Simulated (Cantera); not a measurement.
Input (Python, Cantera):

```python
import numpy as np
import cantera as ct

surf = ct.Interface("diamond.yaml", "diamond_100")
gas, bulk = surf.adjacent["gas"], surf.adjacent["diamond"]
k = surf.kinetics_species_index(bulk.species_names[0])
cover = ["c6HH", "c6H*", "c6*H", "c6**", "c6HM", "c6B"]

rows, drift = [], 0.0
print(f"{'T':>10s}{'um/h':>11s}" + "".join(f"{s:>11s}" for s in cover))
for v in [925, 975, 1025, 1075, 1125, 1175, 1225, 1275, 1325, 1375]:
    T, P, xH, xCH3 = v, 9000, 0.0013, 0.00041
    gas.TPX = T, P, {"H": xH, "CH3": xCH3, "CH4": 0.0094, "H2": 1 - xH - xCH3 - 0.0094}
    surf.TP = bulk.TP = T, P
    surf.coverages = "c6H*:0.1, c6HH:0.9"
    surf.advance_coverages(100.0)
    before = surf.coverages
    surf.advance_coverages(100.0)
    drift = max(drift, np.max(np.abs(surf.coverages - before) / (surf.coverages + 1e-9)))
    rate = surf.net_production_rates[k] * bulk.mean_molecular_weight / bulk.density * 3.6e9
    rows.append([rate, *surf[cover].coverages])
    print(f"{v:10.4g}{rate:11.4e}" + "".join(f"{x:11.3e}" for x in rows[-1][1:]))
```

It prints:

```
         T       um/h       c6HH       c6H*       c6*H       c6**       c6HM        c6B
       925 9.9249e+00  5.198e-01  9.437e-03  2.424e-01  3.814e-03  1.764e-01  2.693e-08
       975 1.2937e+01  5.053e-01  1.300e-02  2.856e-01  5.837e-03  1.423e-01  3.511e-08
      1025 1.5300e+01  4.918e-01  1.726e-02  3.295e-01  8.508e-03  1.086e-01  4.152e-08
      1075 1.5384e+01  4.821e-01  2.234e-02  3.755e-01  1.193e-02  7.270e-02  4.175e-08
      1125 1.2385e+01  4.730e-01  2.811e-02  4.204e-01  1.603e-02  3.917e-02  3.361e-08
      1175 8.4519e+00  4.589e-01  3.396e-02  4.567e-01  2.038e-02  1.704e-02  2.293e-08
      1225 5.8593e+00  4.404e-01  3.948e-02  4.814e-01  2.459e-02  6.568e-03  1.590e-08
      1275 4.7462e+00  4.220e-01  4.462e-02  4.973e-01  2.848e-02  2.444e-03  1.288e-08
      1325 4.3595e+00  4.064e-01  4.946e-02  5.071e-01  3.200e-02  9.114e-04  1.183e-08
      1375 3.9160e+00  3.946e-01  5.403e-02  5.127e-01  3.515e-02  3.422e-04  1.063e-08
```

Cantera simulation using the Harris–Goodwin 1993 mechanism for the reconstructed diamond (100) surface; the numbers are that mechanism's predictions, not measurements.
